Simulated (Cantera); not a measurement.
Cantera run:

```python
import numpy as np
import cantera as ct

gas_names = [...]  # 110 gases of nasa_gas.yaml made of C, H, N
cond_names = """
    C(gr) C6H6(L) C7H8(L) C8H18(L),n-octa
""".split()


# ... load() reads the species with a 1 bar reference pressure and builds the phases ...
atoms = {
    'C2H6': {'C': 2, 'H': 6},
    'NH3': {'N': 1, 'H': 3},
}
top_T = {'C(gr)': 4500}  # K; cautious upper limits of use, not melting points


# ... equilibrate(T, P, feed) seeds the gas with the atoms and calls Mixture.equilibrate('TP', solver="vcs", rtol=1e-11, max_steps=5000) ...
results = []
feed = {'C2H6': 1, 'NH3': 0.58}  # mol
P = 1333.22  # Pa
for T in [2500, 3000, 3500, 4000, 4500, 5000]:
    mix = equilibrate(T, P, feed)
    results.append((T, P, feed, dict(zip(mix.species_names, mix.species_moles))))

top = {s: max(r[3][s] / sum(r[3][g] for g in gas_names) for r in results) for s in gas_names}
cols = sorted((s for s in top if top[s] > 1e-06), key=lambda s: -top[s])[:7]
seen = [c for c in cond_names if any(r[3].get(c, 0) > 1e-12 for r in results)]
print("log10 of partial pressures in bar; condensed amounts in mol")
print(f"{'T/K':>10s}" + "".join(f"{s[:9]:>10s}" for s in cols + seen))
for T, P, feed, n in results:
    ng = sum(n[g] for g in gas_names)
    print(f"{T:10.4g}" + "".join(f"{np.log10(max(n[s] / ng * P / 1e5, 1e-99)):10.3f}" for s in cols)
          + "".join(f"{n.get(c, 0):10.4g}" for c in seen))
```

Output:

```
log10 of partial pressures in bar; condensed amounts in mol
       T/K         H        H2         C        N2        C3         N       HCN     C(gr)
      2500    -2.604    -2.009    -6.779    -3.134    -6.304    -8.101    -3.721      1.85
      3000    -2.056    -2.509    -4.295    -3.377    -3.506    -6.544    -3.642     1.007
      3500    -1.962    -3.467    -3.118    -3.488    -3.307    -5.398    -4.448         0
      4000    -1.981    -4.368    -2.659    -3.518    -4.433    -4.510    -5.539         0
      4500    -1.989    -5.055    -2.595    -3.556    -6.189    -3.824    -6.680         0
      5000    -1.994    -5.605    -2.588    -3.799    -7.728    -3.379    -7.742         0
```

These are equilibrium values from Cantera (NASA tables, ideal gas, pure condensed phases), not measurements of a reactor.
